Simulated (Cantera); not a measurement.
A perfectly stirred reactor is fed with CO : H2 : CH4 : O2 : N2 : H2O = 1 : 0.23 : 0.11 : 0.522 : 3.08 : 0.012 (molar parts), equivalence ratio 1.6, at 1000000 Pa; it is adiabatic with a 400 K inlet, and is followed from long to short residence time, starting on the burning branch (τ in s: 0.39, 0.13, 0.042, 0.014, 0.0046, 0.0015, 0.0005, 0.00016, 5.4e-05, 1.8e-05).

Model: GRI-Mech 3.0 (53 species, 325 reactions), integrated in Cantera.

Question: Predict: blow-out, bracketed by the residence times tried; x(CO) at τ = 0.390 s; x(H2) at τ = 0.390 s; x(CH4) at τ = 0.390 s; x(H2O) at τ = 0.390 s; x(O) at τ = 0.390 s; x(CO) at τ = 1.50 ms; x(H2) at τ = 1.50 ms; x(CH4) at τ = 1.50 ms; x(H2O) at τ = 1.50 ms; x(O) at τ = 1.50 ms.

Answer: 
```json
{
  "blow_out_bracketed_by_the_residence_times_tried": "burning at 54.0 µs, out at 18.0 µs",
  "x(CO) at τ = 0.390 s": "0.116",
  "x(H2) at τ = 0.390 s": "0.0183",
  "x(CH4) at τ = 0.390 s": "3.37e-5",
  "x(H2O) at τ = 0.390 s": "0.0809",
  "x(O) at τ = 0.390 s": "1.03e-7",
  "x(CO) at τ = 1.50 ms": "0.117",
  "x(H2) at τ = 1.50 ms": "0.0178",
  "x(CH4) at τ = 1.50 ms": "0.000115",
  "x(H2O) at τ = 1.50 ms": "0.0805",
  "x(O) at τ = 1.50 ms": "1.84e-5"
}
```
